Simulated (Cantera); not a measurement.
Charge: 1 mol HCl, 0.072 mol O2, 39 mol N2, equilibrated at 1348 K.

Cantera equilibrium calculation (NASA polynomials, part measured and part estimated; ideal gas, pure solids and liquids). Candidate condensed phases: H2O, NH4Cl; 29 gas species. Equilibrium is a limit: real reactors are often held back by kinetics, nucleation or transport.

Question: At 10.0 Pa, list the 4 most abundant gas species with their mole fractions, and the condensed phases.

Answer: N2 0.972, HCl 0.0212, Cl 0.00368, H2O 0.00184. Condensed: gas only.
